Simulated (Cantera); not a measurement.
An adiabatic, constant-volume homogeneous reactor starts with 35.3 % H₂, 13.6 % O₂, 51.1 % N₂, at 1750 K and 4.70 bar.

Detailed kinetics in Cantera: GRI-Mech 3.0 (53 species, 325 reactions). The hydrogen kinetics of GRI-Mech 3.0 are dated; newer H2 mechanisms differ, most at raised pressure. Above 3000 K some thermodynamic fits are extrapolated.

### Question
Predict: time of steepest temperature rise; temperature at 0.600 s; equilibrium temperature; x(H₂) at 0.600 s; x(O₂) at 0.600 s; x(H) at 0.600 s; x(HO₂) at 0.600 s; x(NO) at 0.600 s; x(H₂O) at 0.600 s; x(N₂O) at 0.600 s.

### Answer
```json
{
  "time_of_steepest_temperature_rise": "1.42 µs",
  "temperature at 0.600 s": "3237 K",
  "equilibrium_temperature": "3237 K",
  "x(H₂) at 0.600 s": "0.112 (gas-phase equilibrium 0.112)",
  "x(O₂) at 0.600 s": "0.00530 (gas-phase equilibrium 0.00530)",
  "x(H) at 0.600 s": "0.0372 (gas-phase equilibrium 0.0372)",
  "x(HO₂) at 0.600 s": "1.04e-5 (gas-phase equilibrium 1.04e-5)",
  "x(NO) at 0.600 s": "0.00837 (gas-phase equilibrium 0.00837)",
  "x(H₂O) at 0.600 s": "0.242 (gas-phase equilibrium 0.242)",
  "x(N₂O) at 0.600 s": "1.14e-6 (gas-phase equilibrium 1.14e-6)"
}
```
